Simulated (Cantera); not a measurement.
Input: 1 mol Fe2O3, 0.65 mol Cl2, 0.87 mol O2, at 0.980 bar.

These are equilibrium values from Cantera (NASA tables, ideal gas, pure condensed phases), not measurements of a reactor. Candidate condensed phases: Fe, FeCl2, FeCl3, FeO, Fe2O3, Fe3O4; 13 gas species. Kinetics and transport are ignored.

### Question
At 1423 K, list the 4 most abundant gas species with their mole fractions, and the condensed phases.

### Answer
O2 0.632, Cl2 0.230, FeCl3 0.0874, FeCl2 0.0338. Condensed: Fe2O3(s).
